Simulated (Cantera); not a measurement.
Input: 1 mol Si, 0.19 mol CO, 2.6 mol H2, equilibrated at 1573.15 K and 4.00 mbar.

Cantera equilibrium calculation (NASA polynomials, part measured and part estimated; ideal gas, pure solids and liquids). Candidate condensed phases: C, C6H6, C7H8, C8H18, H2O, Si, SiC, SiO2; 123 gas species. Mutual solubility and eutectic melting of coexisting phases are not modelled. Equilibrium is a limit: real reactors are often held back by kinetics, nucleation or transport.

Base state: H2 0.931, SiO 0.0658, CO 0.00230, H 0.000621, Si 1.38e-5 (mole fractions); condensed: Si(s) + SiC(s).

Problem. What changes in the equilibrium state with this change: temperature from 1573.15 K to 775 K?

Solution. 
```tsv
species	before	after
H2	0.931	1.00
SiO	0.0658	<1e-9
CO	0.00230	<1e-9
H	0.000621	<1e-9
Si	1.38e-5	<1e-9
Si(s), mol	0.633	0.715
SiC(s), mol	0.184	0.190
SiO2(α-quartz), mol	0	0.0950
```
